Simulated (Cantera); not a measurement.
An adiabatic, constant-volume homogeneous reactor starts with 4.03 % CH4, 20.2 % O2, 75.8 % N2, equivalence ratio 0.40, at 1700 K and 1.00 bar.

Cantera simulation using GRI-Mech 3.0 (53 species, 325 reactions); the numbers are that mechanism's predictions, not measurements.

Q: Predict: time of steepest temperature rise; temperature at 2.00 s; equilibrium temperature; x(O2) at 2.00 s; x(NO) at 2.00 s; x(CO2) at 2.00 s; x(CO) at 2.00 s.

A: 
| Item | Value |
|---|---|
| time of steepest temperature rise | 0.192 ms |
| temperature at 2.00 s | 2557 K |
| equilibrium temperature | 2557 K |
| x(O2) at 2.00 s | 0.109 (gas-phase equilibrium 0.109) |
| x(NO) at 2.00 s | 0.0178 (gas-phase equilibrium 0.0178) |
| x(CO2) at 2.00 s | 0.0356 (gas-phase equilibrium 0.0356) |
| x(CO) at 2.00 s | 0.00437 (gas-phase equilibrium 0.00437) |
